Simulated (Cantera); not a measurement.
Feed: 1 mol C₃H₈, 0.11 mol NH₃, 14 mol H₂, held at 748 K.

Equilibrium computed with Cantera from the NASA thermochemical tables; the gas is ideal and each condensed phase is pure. Candidate condensed phases: C, C₆H₆, C₇H₈, C₈H₁₈; 92 gas species. The ideal-gas law is rough above about 30 bar. The numbers say what is thermodynamically allowed, not how fast it happens.

**Question.** Which condensed phases are stable at each of these points (P (Pa)): 10, 160, 2500, 40000, 630000, 10000000?

**Answer.** 
```csv
P (Pa),condensed phases,C condensed (%)
10,C(graphite),99.8
160,C(graphite),96.8
2500,C(graphite),59.7
40000,gas only,0.0
630000,gas only,0.0
10000000,gas only,0.0
```

From 10.0 Pa to 25.0 mbar the condensed part is C(graphite). From 0.400 bar to 100 bar nothing is condensed.
